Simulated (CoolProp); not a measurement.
Model: reference Helmholtz-energy equation of state, Lemmon 2016, in CoolProp.

Question: For R115, give the phase and the cv (kJ/(kg K)) at 314.1 K and 0.101 MPa; 341.1 K and 0.101 MPa.

Answer: 
- 314.1 K and 0.101 MPa: gas; cv 0.683
- 341.1 K and 0.101 MPa: gas; cv 0.717
